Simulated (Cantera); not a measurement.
Mixture: CH4 : C2H6 : C3H8 : O2 : N2 = 1 : 0.031 : 0.22 : 1.89 : 7.1 (molar parts), equivalence ratio 1.7, at 9.87 atm, adiabatic and at constant volume. Ignition delay is the time to a rise of 400 K.

Computed with Cantera and GRI-Mech 3.0 (53 species, 325 reactions). GRI-Mech 3.0 was tuned for natural gas; its chemistry of propane as a main component is partial and can be far from experiment.

**Question.** What does this change do: 0.98 parts H2O added?

**Answer.** 
| quantity | before | after |
|---|---|---|
| delay at 1100 K | 8.96 ms | 8.47 ms |
| delay at 1150 K | 4.21 ms | 4.09 ms |
| delay at 1200 K | 1.95 ms | 1.95 ms |
| delay at 1250 K | 0.899 ms | 0.927 ms |
| delay at 1300 K | 0.424 ms | 0.450 ms |
| delay at 1350 K | 0.208 ms | 0.226 ms |
| apparent activation energy between 1250 and 1350 K | 210 kJ/mol | 200 kJ/mol |

**Question.** What does this change do: pressure from 9.87 atm to 0.415 atm?

**Answer.** 
| quantity | before | after |
|---|---|---|
| delay at 1100 K | 8.96 ms | 0.103 s |
| delay at 1150 K | 4.21 ms | 35.8 ms |
| delay at 1200 K | 1.95 ms | 13.4 ms |
| delay at 1250 K | 0.899 ms | 5.46 ms |
| delay at 1300 K | 0.424 ms | 2.45 ms |
| delay at 1350 K | 0.208 ms | 1.21 ms |
| apparent activation energy between 1250 and 1350 K | 210 kJ/mol | 210 kJ/mol |
